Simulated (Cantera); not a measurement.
An isothermal, constant-pressure homogeneous reactor starts with 4.20 % CH₃OH, 1.82 % O₂, 94.0 % N₂, equivalence ratio 3.5, at 1225 K and 5630 Torr.

Model: GRI-Mech 3.0 (53 species, 325 reactions), integrated in Cantera. GRI-Mech 3.0 was tuned for natural gas; its chemistry of methanol as a main component is partial and can be far from experiment. The temperature is held fixed by assumption; the heat of reaction is taken as removed at once.

x: mole fraction; the columns are a selection and need not sum to one.

```
t (s)      x CH₃OH     x O₂     x CH₂     x HCO   x CH₂CO         x H      x CH₂O
--------  --------  -------  --------  --------  --------  ----------  ----------
6.00e-6     0.0420   0.0182  5.39e-10    <1e-12    <1e-12    6.43e-10     1.73e-7
4.13e-5     0.0420   0.0182  5.39e-10    <1e-12    <1e-12    7.28e-10  (withheld)
0.000284    0.0420   0.0182  5.39e-10  2.21e-11  1.42e-12  (withheld)  (withheld)
0.00195     0.0205  0.00773   1.19e-8   6.60e-6   1.42e-7     5.56e-6     0.00924
0.0134     2.06e-9  2.28e-5  1.12e-12   3.12e-9   2.34e-8     1.80e-6     1.15e-8
0.0923    2.02e-10  2.77e-6    <1e-12  4.57e-10  7.33e-10     2.65e-7     6.56e-9
0.634     4.15e-11  2.96e-7    <1e-12  7.97e-11  1.79e-10     4.64e-8     6.31e-9
4.36      2.83e-11  1.61e-9    <1e-12  4.54e-11  1.15e-10     2.67e-8     6.27e-9
30.0      2.61e-11   <1e-12    <1e-12  4.11e-11  9.74e-11     2.57e-8     6.18e-9
```

### Question
Complete the blanks.

### Answer

- 4.13e-5, x CH₂O: 1.42e-6
- 0.000284, x H: 1.43e-9
- 0.000284, x CH₂O: 1.39e-5
